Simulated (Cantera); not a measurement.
Cantera run:

```python
import numpy as np
import cantera as ct

gas_names = [...]  # 151 gases of nasa_gas.yaml made of C, H, N, O, Si
cond_names = """
    C(gr) C6H6(L) C7H8(L) C8H18(L),n-octa H2O(s) H2O(L) Si(cr) Si(L) SiC(b) SiO2(Lqz) SiO2(hqz) SiO2(L)
    Si2N2O(s) Si3N4(a)
""".split()


# ... load() reads the species with a 1 bar reference pressure and builds the phases ...
atoms = {
    'SiC': {'Si': 1, 'C': 1},
    'N2O': {'N': 2, 'O': 1},
    'H2': {'H': 2},
}
top_T = {'C(gr)': 4500, 'SiC(b)': 3050, 'Si2N2O(s)': 2100, 'Si3N4(a)': 2400}  # K; cautious upper limits of use, not melting points


# ... equilibrate(T, P, feed) seeds the gas with the atoms and calls Mixture.equilibrate('TP', solver="vcs", rtol=1e-11, max_steps=5000) ...
results = []
feed = {'SiC': 1, 'N2O': 0.12, 'H2': 1.6}  # mol
T = 1700  # K
for P in [0.1, 1, 10, 100, 1000, 10000, 100000, 1000000]:
    mix = equilibrate(T, P, feed)
    results.append((T, P, feed, dict(zip(mix.species_names, mix.species_moles))))

top = {s: max(r[3][s] / sum(r[3][g] for g in gas_names) for r in results) for s in gas_names}
cols = sorted((s for s in top if top[s] > 1e-06), key=lambda s: -top[s])[:7]
seen = [c for c in cond_names if any(r[3].get(c, 0) > 1e-12 for r in results)]
print("log10 of partial pressures in bar; condensed amounts in mol")
print(f"{'P/Pa':>10s}" + "".join(f"{s[:9]:>10s}" for s in cols + seen))
for T, P, feed, n in results:
    ng = sum(n[g] for g in gas_names)
    print(f"{P:10.4g}" + "".join(f"{np.log10(max(n[s] / ng * P / 1e5, 1e-99)):10.3f}" for s in cols)
          + "".join(f"{n.get(c, 0):10.4g}" for c in seen))
```

Output:

```
log10 of partial pressures in bar; condensed amounts in mol
      P/Pa        H2         H        N2        CO        Si       SiO       CH4     C(gr)    SiC(b) Si2N2O(s)
       0.1    -6.148    -6.906    -7.237    -7.275    -7.319    -8.307   -15.934         0    0.8892         0
         1    -5.087    -6.375    -6.201    -6.421    -6.893    -6.601   -14.238         0    0.9274         0
        10    -4.068    -5.866    -5.189    -5.480    -6.813    -5.501   -12.280         0    0.9385         0
       100    -3.063    -5.363    -4.187    -4.487    -6.804    -4.488   -10.279         0    0.9398         0
      1000    -2.061    -4.862    -3.186    -3.487    -6.803    -3.487    -8.277         0    0.9399         0
     1e+04    -1.043    -4.353    -2.326    -2.356    -7.370    -3.490    -5.674         0    0.9217   0.03631
     1e+05    -0.037    -3.850    -1.401    -1.399    -7.997    -3.787    -3.034   0.02877    0.8989   0.05043
     1e+06     0.992    -3.336    -1.406    -1.395    -7.997    -3.783    -0.977    0.2031    0.7729    0.1135
```

These are equilibrium values from Cantera (NASA tables, ideal gas, pure condensed phases), not measurements of a reactor. Mutual solubility and eutectic melting of coexisting phases are not modelled.
